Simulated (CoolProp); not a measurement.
Model: reference Helmholtz-energy equation of state, Lemmon 2006, in CoolProp. It is a short technical equation, of lower accuracy than the large ones.

Problem. For R141b, give the phase and the speed of sound (m/s), isothermal compressibility (1/MPa), expansivity (1/kK), viscosity (µPa s) at 103.15 °C and 13.1 MPa; 123.45 °C and 13.1 MPa; 143.75 °C and 13.1 MPa.

Solution. 
- 103.15 °C and 13.1 MPa: liquid; speed of sound 651, isothermal compressibility 0.00298, expansivity 1.78, viscosity 225
- 123.45 °C and 13.1 MPa: liquid; speed of sound 592, isothermal compressibility 0.00375, expansivity 1.94, viscosity 191
- 143.75 °C and 13.1 MPa: liquid; speed of sound 536, isothermal compressibility 0.00482, expansivity 2.15, viscosity 163

Viscosity comes from a separate model (Huber 2003), an estimate that may be off by 10 % or more.
